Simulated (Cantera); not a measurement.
Cantera with NASA thermochemical tables; ideal gases at 1 bar, condensed phases pure. Values are per mole of reaction as written; species without (g) are pure solids or liquids, kept so even where they would boil at 1 bar.

2 Li₂O + 2 HF(g) → F₂(g) + 4 Li(g) + 2 OH(g)

```json
[
 {"T (K)": "300", "ΔH° (kJ)": "___", "ΔS° (J/K)": "___", "ΔG° (kJ)": "___", "log10 K": "___", "condensed phases": "Li₂O(s)"},
 {"T (K)": "473", "ΔH° (kJ)": "2457.1", "ΔS° (J/K)": "699.0", "ΔG° (kJ)": "2126.5", "log10 K": "-234.83", "condensed phases": "Li₂O(s)"},
 {"T (K)": "673", "ΔH° (kJ)": "2451.7", "ΔS° (J/K)": "689.7", "ΔG° (kJ)": "1987.6", "log10 K": "-154.26", "condensed phases": "Li₂O(s)"},
 {"T (K)": "873", "ΔH° (kJ)": "___", "ΔS° (J/K)": "___", "ΔG° (kJ)": "___", "log10 K": "___", "condensed phases": "Li₂O(s)"},
 {"T (K)": "1073", "ΔH° (kJ)": "___", "ΔS° (J/K)": "___", "ΔG° (kJ)": "___", "log10 K": "___", "condensed phases": "Li₂O(s)"},
 {"T (K)": "1273", "ΔH° (kJ)": "2421.4", "ΔS° (J/K)": "659.4", "ΔG° (kJ)": "1582.0", "log10 K": "-64.91", "condensed phases": "Li₂O(s)"},
 {"T (K)": "1473", "ΔH° (kJ)": "2408.1", "ΔS° (J/K)": "649.7", "ΔG° (kJ)": "1451.1", "log10 K": "-51.46", "condensed phases": "Li₂O(s)"},
 {"T (K)": "1673", "ΔH° (kJ)": "2393.8", "ΔS° (J/K)": "640.6", "ΔG° (kJ)": "1322.1", "log10 K": "-41.28", "condensed phases": "Li₂O(s)"},
 {"T (K)": "1873", "ΔH° (kJ)": "2261.7", "ΔS° (J/K)": "568.5", "ΔG° (kJ)": "1196.8", "log10 K": "-33.38", "condensed phases": "Li₂O(l)"},
 {"T (K)": "2073", "ΔH° (kJ)": "2246.2", "ΔS° (J/K)": "560.7", "ΔG° (kJ)": "1083.9", "log10 K": "-27.31", "condensed phases": "Li₂O(l)"},
 {"T (K)": "2273", "ΔH° (kJ)": "___", "ΔS° (J/K)": "___", "ΔG° (kJ)": "___", "log10 K": "___", "condensed phases": "Li₂O(l)"}
]
```

**Question.** Complete the blanks.

**Answer.** 
- 300, ΔH° (kJ): 2458.4
- 300, ΔS° (J/K): 702.0
- 300, ΔG° (kJ): 2247.8
- 300, log10 K: -391.37
- 873, ΔH° (kJ): 2443.9
- 873, ΔS° (J/K): 679.5
- 873, ΔG° (kJ): 1850.6
- 873, log10 K: -110.73
- 1073, ΔH° (kJ): 2433.3
- 1073, ΔS° (J/K): 669.5
- 1073, ΔG° (kJ): 1714.9
- 1073, log10 K: -83.48
- 2273, ΔH° (kJ): 2230.9
- 2273, ΔS° (J/K): 553.7
- 2273, ΔG° (kJ): 972.4
- 2273, log10 K: -22.35
